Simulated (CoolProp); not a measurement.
Vapour-liquid equilibrium of dimethyl ether (1) + R236FA (2) at 3.36 bar; x and y are mole fractions of (1).

Values from CoolProp's multi-fluid Helmholtz-energy mixture model, Wu 2011 and Pan 2012; pair parameters Bell 2016.

```tsv
x	bubble temperature, mixture model (K)	bubble temperature, Raoult's law (K)	y, mixture model	y, Raoult's law
0.05	304.5	302.9	___	0.101
0.2	___	298.2	___	0.352
0.35	301.0	294.0	0.450	0.544
0.5	297.2	290.2	0.654	0.693
0.65	292.1	286.7	0.821	0.810
0.8	___	283.6	0.931	0.903
0.95	281.4	280.8	0.989	0.978
```

Q: What belongs in the gaps?

A: 
- 0.05, y, mixture model: 0.056
- 0.2, bubble temperature, mixture model (K): 303.3
- 0.2, y, mixture model: 0.242
- 0.8, bubble temperature, mixture model (K): 286.5

The largest gap from Raoult's law is +7.0 K in bubble temperature, at x = 0.5. No azeotrope shows between x = 0.05 and 0.95.

Pair parameters are fitted to limited data, so mixtures are less certain than the pure fluids.
